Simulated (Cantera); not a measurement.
An isothermal, constant-pressure homogeneous reactor starts with 45.5 % C2H4, 54.5 % H2, at 1623 K and 0.000140 bar.

Model: GRI-Mech 3.0 (53 species, 325 reactions), integrated in Cantera. GRI-Mech 3.0 was tuned for natural gas; its chemistry of ethylene as a main component is partial and can be far from experiment. GRI-Mech 3.0 stops at C3 and has no aromatics, soot or wall deposition, so with more carbon than oxygen in the feed, carbon stays in small species such as C2H2 where larger ones or solid carbon would form. Radical loss at walls, strong at low pressure, is not modelled.

Predict: x(C2H4) at 20.0 s; x(H2) at 20.0 s; x(CH4) at 20.0 s; x(C2H) at 20.0 s; x(H) at 20.0 s; x(CH3) at 20.0 s.


```json
{
 "x(C2H4) at 20.0 s": "0.00150 (gas-phase equilibrium 2.70e-6)",
 "x(H2) at 20.0 s": "0.687 (gas-phase equilibrium 0.683)",
 "x(CH4) at 20.0 s": "8.53e-6 (gas-phase equilibrium 1.10e-5)",
 "x(C2H) at 20.0 s": "2.88e-7 (gas-phase equilibrium 8.42e-6)",
 "x(H) at 20.0 s": "0.000168 (gas-phase equilibrium 0.00486)",
 "x(CH3) at 20.0 s": "4.25e-8 (gas-phase equilibrium 1.59e-6)"
}
```
